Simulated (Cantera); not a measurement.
Hydrocarbon pyrolysis for carbon deposition

An isothermal, constant-pressure homogeneous reactor starts with 40.0 % C₂H₆, 60.0 % N₂, at 1350 K and 0.540 bar.

Cantera simulation using GRI-Mech 3.0 (53 species, 325 reactions); the numbers are that mechanism's predictions, not measurements. GRI-Mech 3.0 stops at C3 and has no aromatics, soot or wall deposition, so with more carbon than oxygen in the feed, carbon stays in small species such as C2H2 where larger ones or solid carbon would form.

| t (s) | x C₂H₆ | x CH₂ | x HCN | x C₂H₂ | x H₂ | x CH₄ |
|---|---|---|---|---|---|---|
| 6.00e-5 | 0.390 | 3.99e-8 | 7.30e-11 | 7.30e-6 | 0.00512 | 0.00140 |
| 0.000176 | 0.356 | 5.40e-8 | 2.21e-10 | 0.000207 | 0.0251 | 0.00590 |
| 0.000515 | 0.271 | 4.68e-8 | 3.36e-10 | 0.00192 | 0.0758 | 0.0185 |
| 0.00151 | 0.123 | 3.04e-8 | 4.10e-10 | 0.0105 | 0.165 | 0.0455 |
| 0.00441 | 0.0164 | 7.38e-9 | 4.43e-10 | 0.0364 | 0.240 | 0.0702 |
| 0.0129 | 0.00156 | 8.20e-10 | 4.39e-10 | 0.0676 | 0.270 | 0.0730 |
| 0.0379 | 0.000592 | 3.22e-10 | 4.28e-10 | 0.0992 | 0.294 | 0.0725 |
| 0.111 | 0.000386 | 2.28e-10 | 4.15e-10 | 0.139 | 0.323 | 0.0722 |
| 0.325 | 0.000241 | 1.54e-10 | 4.12e-10 | 0.163 | 0.338 | 0.0744 |
| 0.951 | 0.000213 | 1.36e-10 | 4.28e-10 | 0.165 | 0.334 | 0.0816 |
| 2.79 | 0.000196 | 1.20e-10 | 4.67e-10 | 0.163 | 0.319 | 0.0971 |
| 8.16 | 0.000172 | 9.87e-11 | 5.44e-10 | 0.159 | 0.296 | 0.121 |
| 23.9 | 0.000154 | 8.35e-11 | 6.85e-10 | 0.156 | 0.275 | 0.143 |
| 70.0 | 0.000148 | 7.93e-11 | 9.93e-10 | 0.155 | 0.267 | 0.150 |
x: mole fraction; the columns are a selection and need not sum to one.

Equilibrium at this temperature and pressure: C₂H₆ 0.000125, CH₂ 7.11e-11, HCN 0.0866, C₂H₂ 0.119, H₂ 0.280, CH₄ 0.141 (gas phase only).
